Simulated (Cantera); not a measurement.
A closed system holds: 1 mol Al, 9 mol N₂O, 7.3 mol H₂, at 750 Torr.

Cantera equilibrium calculation (NASA polynomials, part measured and part estimated; ideal gas, pure solids and liquids). Candidate condensed phases: Al, AlN, Al₂O₃, H₂O; 35 gas species. Gases not in the tables: Al(OH)₃. Kinetics and transport are ignored. All values below are at 1077 °C.

Base state: N₂ 0.549, H₂O 0.445, O₂ 0.00606, NO 7.67e-5, OH 1.59e-5 (mole fractions); condensed: Al₂O₃(s).

Q: What changes in the equilibrium state with this change: H₂ from 7.3 to 20 mol?

A: 
```json
[
 {"species": "H₂", "before": "1.17e-6", "after": "0.431"},
 {"species": "N₂", "before": "0.549", "after": "0.310"},
 {"species": "H₂O", "before": "0.445", "after": "0.259"},
 {"species": "O₂", "before": "0.00606", "after": "<1e-9"},
 {"species": "NO", "before": "7.67e-5", "after": "<1e-9"},
 {"species": "NH₃", "before": "<1e-9", "after": "1.61e-5"},
 {"species": "Al₂O₃(s), mol", "before": "0.500", "after": "0.500"}
]
```
